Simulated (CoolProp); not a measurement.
Vapour-liquid equilibrium of ethylene (1) + propylene (2) at 924 kPa; x and y are mole fractions of (1).

Computed with CoolProp (multi-fluid Helmholtz-energy mixture model, Smukala 2000 and Lemmon 2013; pair parameters Bell 2016).

```csv
x,"bubble temperature, mixture model (°C)","bubble temperature, Raoult's law (°C)","y, mixture model","y, Raoult's law"
0.05,9.0,7.2,0.192,0.261
0.2,-9.7,-12.6,0.579,0.659
0.35,-23.6,-25.7,0.773,0.825
0.5,-33.8,-35.1,0.874,0.906
0.65,-41.4,-42.3,0.931,0.952
0.8,-47.5,-48.1,0.967,0.979
0.95,-52.6,-52.8,0.993,0.996
```

The largest gap from Raoult's law is +2.9 K in bubble temperature, at x = 0.2. No azeotrope shows between x = 0.05 and 0.95.

Pair parameters are fitted to limited data, so mixtures are less certain than the pure fluids.
